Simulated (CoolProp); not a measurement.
Dimethyl carbonate along the isotherm 177.95 °C: Z from the reference equation and from simpler models built on Tc = 283.9 °C, pc = 4.909 MPa, ω = 0.346; each cubic takes its own stable root.

The numbers come from the reference Helmholtz-energy equation of state, Zhou 2011 in CoolProp.

| p (MPa) | phase | reference | van der Waals | Redlich-Kwong | Soave-Redlich-Kwong | Peng-Robinson |
|---|---|---|---|---|---|---|
| 3.07 | liquid | ? | 0.1485 | 0.1055 | ? | 0.08758 |
| 6.14 | liquid | 0.1730 | 0.2844 | 0.2051 | 0.1946 | 0.1721 |
| 9.2 | liquid | 0.2567 | 0.4135 | 0.3002 | 0.2869 | ? |
| 12.3 | liquid | 0.3400 | 0.5399 | 0.3935 | 0.3780 | 0.3353 |
| 15.3 | liquid | 0.4194 | ? | 0.4816 | 0.4643 | 0.4124 |
| 18.4 | liquid | 0.5003 | ? | 0.5706 | ? | 0.4907 |
| 21.5 | liquid | ? | 0.8989 | 0.6580 | 0.6382 | 0.5680 |
| 24.5 | liquid | 0.6567 | 1.012 | 0.7412 | ? | 0.6417 |

**Question.** Complete the blanks.

**Answer.** 
- 3.07, reference: 0.08751
- 3.07, Soave-Redlich-Kwong: 0.09922
- 9.2, Peng-Robinson: 0.2541
- 15.3, van der Waals: 0.6592
- 18.4, van der Waals: 0.7801
- 18.4, Soave-Redlich-Kwong: 0.5520
- 21.5, reference: 0.5802
- 24.5, Soave-Redlich-Kwong: 0.7206
